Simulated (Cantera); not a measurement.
Input: 1 mol FeCl3, 0.18 mol N2, held at 650 °C and 3.70e-5 bar.

Cantera equilibrium calculation (NASA polynomials, part measured and part estimated; ideal gas, pure solids and liquids). Candidate condensed phases: Fe, FeCl2, FeCl3; 10 gas species. Kinetics and transport are ignored.

Base state: FeCl3 0.476, FeCl2 0.259, N2 0.132, Cl2 0.126, Cl 0.00653, Fe2Cl4 0.000119, Fe2Cl6 6.49e-5 (mole fractions); condensed: gas only.

**Question.** What changes in the equilibrium state with this change: pressure from 3.70e-5 bar to 0.100 bar?

**Answer.** 
```json
[
 {"species": "FeCl3", "before": "0.476", "after": "0.548"},
 {"species": "Fe2Cl6", "before": "6.49e-5", "after": "0.233"},
 {"species": "N2", "before": "0.132", "after": "0.187"},
 {"species": "FeCl2", "before": "0.259", "after": "0.0191"},
 {"species": "Cl2", "before": "0.126", "after": "0.0113"},
 {"species": "Cl", "before": "0.00653", "after": "3.76e-5"},
 {"species": "Fe2Cl4", "before": "0.000119", "after": "0.00176"}
]
```
